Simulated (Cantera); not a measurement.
# Thermodynamics of silicon oxide and oxynitride deposition, feed SiCl4 + NO + H2

Charge: 1 mol SiCl4, a varied amount of NO, 0.56 mol H2, held at 1598.15 K and 32.0 mbar.

Method: chemical equilibrium by Gibbs-energy minimisation in Cantera with the NASA 1993 tables (ideal gas, pure condensed phases). Candidate condensed phases: H2O, NH4Cl, Si, SiO2, Si2N2O, Si3N4; 47 gas species. The tables' values for SiCl3 are old estimates; treat these amounts as uncertain. The tables hold silica as quartz up to 1696 K and as liquid above; real silica turns to tridymite and cristobalite and melts near 1996 K. Kinetics and transport are ignored.

```csv
n(NO) (mol),x HCl,x N2,x O2,x SiCl4,x Cl,x Cl2,x SiCl3,x NO,n SiO2(β-quartz)
0.55,0.523,0.129,<1e-12,0.323,0.00858,0.000199,0.0145,9.13e-10,0.275
0.75,0.460,0.154,7.16e-9,0.256,0.101,0.0278,0.000974,1.57e-7,0.375
1,0.401,0.179,7.38e-8,0.179,0.166,0.0747,0.000416,5.43e-7,0.500
1.4,0.336,0.210,5.06e-7,0.0897,0.226,0.139,0.000153,1.54e-6,0.700
1.8,0.289,0.233,3.25e-6,0.0258,0.264,0.188,3.78e-5,4.10e-6,0.900
2.5,0.240,0.268,0.0531,1.44e-6,0.258,0.180,2.16e-9,0.000563,1.000
3.3,0.203,0.300,0.117,4.29e-7,0.232,0.146,7.14e-10,0.000885,1.000
4.5,0.165,0.333,0.184,1.61e-7,0.203,0.112,3.06e-10,0.00117,1.000
6.1,0.132,0.363,0.243,6.83e-8,0.176,0.0838,1.50e-10,0.00140,1.000
8.2,0.105,0.388,0.293,3.05e-8,0.151,0.0614,7.81e-11,0.00159,1.00
11,0.0827,0.409,0.334,1.36e-8,0.127,0.0439,4.14e-11,0.00175,1.00
```
x: gas mole fraction; n: condensed amount in mol.

From 0.55 mol NO to 11 mol NO the condensed part is SiO2(β-quartz). The main Si-bearing gas is SiCl4 throughout.
